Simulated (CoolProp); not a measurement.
A closed Brayton cycle with nitrogen: compressor inlet 309.15 K and 1 MPa, high pressure 1.91 MPa, turbine inlet 990 K, compressor efficiency 0.8, turbine efficiency 0.9, recuperator effectiveness 0.8 (on enthalpy, no pinch check). Each further row changes one setting.

Values from CoolProp's reference Helmholtz-energy equation of state, Span 2000.

```
case                           thermal efficiency (%)  net work (kJ/kg)  compressor to turbine work  compressor exit (K)  turbine exit (K)
-----------------------------  ----------------------  ----------------  --------------------------  -------------------  ----------------
as stated                                  (withheld)              76.8                        0.52                387.7             852.9
turbine inlet 940 K                              28.3              68.7                  (withheld)                387.7             808.7
compressor inlet 319.15 K                        28.7              74.1                  (withheld)           (withheld)             852.9
high pressure 1.62 MPa                           26.1        (withheld)                        0.49                366.3        (withheld)
recuperator effectiveness 0.5              (withheld)              76.8                        0.52                387.7             852.9
```

Q: What belongs in the gaps?

A: 
- as stated, thermal efficiency (%): 29.5
- turbine inlet 940 K, compressor to turbine work: 0.54
- compressor inlet 319.15 K, compressor to turbine work: 0.53
- compressor inlet 319.15 K, compressor exit (K): 400.2
- high pressure 1.62 MPa, net work (kJ/kg): 61.2
- high pressure 1.62 MPa, turbine exit (K): 886.0
- recuperator effectiveness 0.5, thermal efficiency (%): 18.6
